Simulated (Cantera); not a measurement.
Cantera run:

```python
import numpy as np
import cantera as ct

gas_names = [...]  # 97 gases of nasa_gas.yaml made of Al, C, H, N
cond_names = """
    AL(cr) AL(L) ALN(s) C(gr) C6H6(L) C7H8(L) C8H18(L),n-octa
""".split()


# ... load() reads the species with a 1 bar reference pressure and builds the phases ...
atoms = {
    'Al(CH3)3': {'AL': 1, 'C': 3, 'H': 9},
    'NH3': {'N': 1, 'H': 3},
    'N2': {'N': 2},
}
top_T = {'ALN(s)': 2750, 'C(gr)': 4500}  # K; cautious upper limits of use, not melting points


# ... equilibrate(T, P, feed) seeds the gas with the atoms and calls Mixture.equilibrate('TP', solver="vcs", rtol=1e-11, max_steps=5000) ...
results = []
T = 2150  # K
P = 1333.22  # Pa
for m in [1.6, 2.8, 4.8, 8.2, 14, 24, 41, 70, 120, 200, 350]:
    feed = {'Al(CH3)3': 1, 'NH3': m, 'N2': 47}  # mol
    mix = equilibrate(T, P, feed)
    results.append((T, P, feed, dict(zip(mix.species_names, mix.species_moles))))

top = {s: max(r[3][s] / sum(r[3][g] for g in gas_names) for r in results) for s in gas_names}
cols = sorted((s for s in top if top[s] > 1e-06), key=lambda s: -top[s])[:9]
seen = [c for c in cond_names if any(r[3].get(c, 0) > 1e-12 for r in results)]
print("log10 of partial pressures in bar; condensed amounts in mol")
print(f"{'n(NH3)':>10s}" + "".join(f"{s[:9]:>10s}" for s in cols + seen))
for T, P, feed, n in results:
    ng = sum(n[g] for g in gas_names)
    print(f"{feed['NH3']:10.4g}" + "".join(f"{np.log10(max(n[s] / ng * P / 1e5, 1e-99)):10.3f}" for s in cols)
          + "".join(f"{n.get(c, 0):10.4g}" for c in seen))
```

It prints:

```
log10 of partial pressures in bar; condensed amounts in mol
    n(NH3)        N2        H2         H        AL       HCN C2H2,acet       HNC       ALH        CN     C(gr)
       1.6    -1.946    -2.824    -3.787    -3.627    -3.978    -5.537    -5.114    -5.725    -6.431     2.499
       2.8    -1.960    -2.738    -3.744    -3.646    -3.942    -5.451    -5.078    -5.702    -6.438     2.429
       4.8    -1.981    -2.635    -3.692    -3.676    -3.901    -5.348    -5.036    -5.680    -6.448     2.322
       8.2    -2.012    -2.519    -3.635    -3.722    -3.859    -5.232    -4.994    -5.668    -6.464     2.161
        14    -2.057    -2.402    -3.576    -3.791    -3.823    -5.115    -4.958    -5.678    -6.486     1.919
        24    -2.116    -2.295    -3.523    -3.888    -3.799    -5.008    -4.934    -5.723    -6.516     1.546
        41    -2.186    -2.208    -3.479    -4.016    -3.790    -4.921    -4.925    -5.807    -6.551    0.9715
        70    -2.258    -2.143    -3.446    -4.173    -3.793    -4.855    -4.929    -5.931    -6.587    0.0581
       120    -2.323    -2.095    -3.422    -4.355    -3.955    -5.113    -5.090    -6.089    -6.772         0
       200    -2.374    -2.065    -3.408    -4.545    -4.132    -5.416    -5.267    -6.264    -6.964         0
       350    -2.415    -2.045    -3.397    -4.767    -4.340    -5.792    -5.476    -6.476    -7.182         0
```

Equilibrium computed with Cantera from the NASA thermochemical tables; the gas is ideal and each condensed phase is pure. The feed counts by its element totals alone.
